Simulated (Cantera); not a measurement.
What does this Cantera script print?

```python
import numpy as np
import cantera as ct

gas = ct.Solution("h2o2.yaml")
gas.TPX = 1200, 2666, {'H2': 0.0094, 'O2': 1}
reactor = ct.IdealGasConstPressureReactor(gas, energy="off", clone=False)
net = ct.ReactorNet([reactor])
net.rtol, net.atol = 1e-08, 1e-18
show = ['H2', 'O2', 'H2O', 'H2O2', 'O', 'H', 'HO2']
times = np.geomspace(0.0006, 3, 9)

steps = ct.SolutionArray(gas, extra=["t"])
rows = []
print(f"{'t/s':>10s}{'T/K':>9s}{'P/Pa':>11s}" + "".join(f"{s:>11s}" for s in show))
for t in times:
    while net.time < t:
        t_next = net.step()
        steps.append(gas.state, t=t_next)
    rows.append([np.interp(t, steps.t, y) for y in (steps.T, steps.P, *steps(*show).X.T)])
    print(f"{t:10.3e}{rows[-1][0]:9.1f}{rows[-1][1]:11.4g}" + "".join(f"{x:11.3e}" for x in rows[-1][2:]))
rate = np.gradient(steps.T, steps.t)
print("integrator steps:", len(steps.t))
if steps.T.max() > steps.T[0] + 200:
    print(f"time of steepest temperature rise: {steps.t[rate.argmax()]:.4e} s")
gas.TPX = 1200, 2666, {'H2': 0.0094, 'O2': 1}
gas.equilibrate("TP")
print(f"equilibrium (TP): T = {gas.T:.1f} K  " + "  ".join(f"{s} {gas[s].X[0]:.3e}" for s in show))
```

Output:

```
       t/s      T/K       P/Pa         H2         O2        H2O       H2O2          O          H        HO2
 6.000e-04   1200.0       2666  9.312e-03  9.907e-01  2.870e-08  4.539e-12  3.460e-08  4.065e-09  1.037e-08
 1.740e-03   1200.0       2666  9.309e-03  9.907e-01  2.565e-06  4.231e-11  2.333e-06  2.457e-07  4.462e-08
 5.045e-03   1200.0       2666  8.821e-04  9.833e-01  7.379e-03  1.285e-07  6.367e-03  6.337e-04  2.718e-06
 1.463e-02   1200.0       2666  3.187e-05  9.838e-01  8.819e-03  3.337e-08  6.433e-03  2.749e-04  1.546e-06
 4.243e-02   1200.0       2666  1.989e-05  9.864e-01  8.984e-03  3.153e-08  3.973e-03  1.340e-04  1.236e-06
 1.230e-01   1200.0       2666  7.520e-06  9.890e-01  9.162e-03  2.594e-08  1.491e-03  3.096e-05  7.478e-07
 3.568e-01   1200.0       2666  1.668e-06  9.902e-01  9.273e-03  1.545e-08  3.318e-04  3.267e-06  3.082e-07
 1.035e+00   1200.0       2666  2.806e-07  9.906e-01  9.323e-03  5.815e-09  5.640e-05  2.300e-07  8.926e-08
 3.000e+00   1200.0       2666  4.812e-08  9.906e-01  9.342e-03  1.572e-09  9.783e-06  1.666e-08  2.183e-08
integrator steps: 1459
equilibrium (TP): T = 1200.0 K  H2 7.363e-10  O2 9.906e-01  H2O 9.354e-03  H2O2 3.642e-11  O 1.538e-07  H 3.301e-11  HO2 5.305e-09
```

Detailed kinetics in Cantera: the H2/O2 subset of GRI-Mech 3.0, which has no nitrogen chemistry. Radical loss at walls, strong at low pressure, is not modelled.
